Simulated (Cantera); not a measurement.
CsCl + N2 (halide evaporation, hydrolysis and transport)

Input: 1 mol CsCl, 8.7 mol N2, held at 0.133 bar.

Method: chemical equilibrium by Gibbs-energy minimisation in Cantera with the NASA 1993 tables (ideal gas, pure condensed phases). Candidate condensed phases: Cs, CsCl; 8 gas species. The numbers say what is thermodynamically allowed, not how fast it happens.

| T (K) | x N2 | x CsCl | x Cs2Cl2 | x Cs | n CsCl(l) |
|---|---|---|---|---|---|
| 1000 | 0.992 | 0.00534 | 0.00270 | 1.42e-10 | 0.906 |
| 1075 | 0.969 | 0.0213 | 0.00999 | 1.81e-9 | 0.629 |
| 1150 | 0.917 | 0.0603 | 0.0225 | 1.53e-8 | 0 |
| 1225 | 0.908 | 0.0789 | 0.0127 | 7.24e-8 | 0 |
| 1300 | 0.903 | 0.0910 | 0.00636 | 2.73e-7 | 0 |
| 1375 | 0.900 | 0.0973 | 0.00305 | 8.63e-7 | 0 |
| 1450 | 0.898 | 0.100 | 0.00149 | 2.39e-6 | 0 |
| 1525 | 0.898 | 0.102 | 0.000761 | 5.95e-6 | 0 |
| 1600 | 0.897 | 0.102 | 0.000410 | 1.36e-5 | 0 |
| 1675 | 0.897 | 0.103 | 0.000232 | 2.87e-5 | 0 |
| 1750 | 0.897 | 0.103 | 0.000138 | 5.69e-5 | 0 |
| 1825 | 0.897 | 0.103 | 8.57e-5 | 0.000107 | 0 |
| 1900 | 0.897 | 0.103 | 5.51e-5 | 0.000190 | 0 |
| 1975 | 0.897 | 0.103 | 3.67e-5 | 0.000325 | 0 |
x: gas mole fraction; n: condensed amount in mol.

From 1000 K to 1075 K the condensed part is CsCl(l). From 1150 K to 1975 K nothing is condensed. The main Cs-bearing gas is Cs2Cl2 at 1000 K and CsCl at 1975 K.
